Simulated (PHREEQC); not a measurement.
0.046 g of hydrous ferric oxide (600 m²/g; 0.2 weak and 0.005 strong sites per Fe, Dzombak-Morel constants, diffuse double layer) in 1 kg of water with 0.1 mol/kgw of an inert sodium salt and 0.052 mmol/kgw NiCl2, at 25 °C; the pH is set by adding NaOH or the inert anion's acid. O2 is buffered at 0.21 atm. No CO2 enters from the air. Nothing may precipitate in this run.

The numbers come from PHREEQC with the ion-association model, wateq4f.dat.

```json
[
 {"pH": "3", "Ni sorbed (%)": "0.0", "surface charge σ (C/m²)": "0.363", "surface potential ψ (mV)": "153"},
 {"pH": "3.67", "Ni sorbed (%)": "0.0", "surface charge σ (C/m²)": "0.342", "surface potential ψ (mV)": "150"},
 {"pH": "4.33", "Ni sorbed (%)": "0.0", "surface charge σ (C/m²)": "0.291", "surface potential ψ (mV)": "142"},
 {"pH": "5", "Ni sorbed (%)": "0.1", "surface charge σ (C/m²)": "0.215", "surface potential ψ (mV)": "126"},
 {"pH": "5.67", "Ni sorbed (%)": "0.9", "surface charge σ (C/m²)": "0.142", "surface potential ψ (mV)": "105"},
 {"pH": "6.33", "Ni sorbed (%)": "4.3", "surface charge σ (C/m²)": "0.088", "surface potential ψ (mV)": "82"},
 {"pH": "7", "Ni sorbed (%)": "13.1", "surface charge σ (C/m²)": "0.050", "surface potential ψ (mV)": "57"},
 {"pH": "7.67", "Ni sorbed (%)": "42.6", "surface charge σ (C/m²)": "0.034", "surface potential ψ (mV)": "42"},
 {"pH": "8.33", "Ni sorbed (%)": "72.8", "surface charge σ (C/m²)": "0.025", "surface potential ψ (mV)": "32"},
 {"pH": "9", "Ni sorbed (%)": "89.6", "surface charge σ (C/m²)": "0.015", "surface potential ψ (mV)": "20"},
 {"pH": "9.67", "Ni sorbed (%)": "94.9", "surface charge σ (C/m²)": "0.002", "surface potential ψ (mV)": "3"},
 {"pH": "10.33", "Ni sorbed (%)": "92.7", "surface charge σ (C/m²)": "-0.016", "surface potential ψ (mV)": "-22"},
 {"pH": "11", "Ni sorbed (%)": "84.5", "surface charge σ (C/m²)": "-0.048", "surface potential ψ (mV)": "-55"}
]
```

Along this series the solution becomes supersaturated in solids that the run did not let form, among them Ni(OH)2. The oxide is taken as insoluble; below pH 4 it would dissolve.
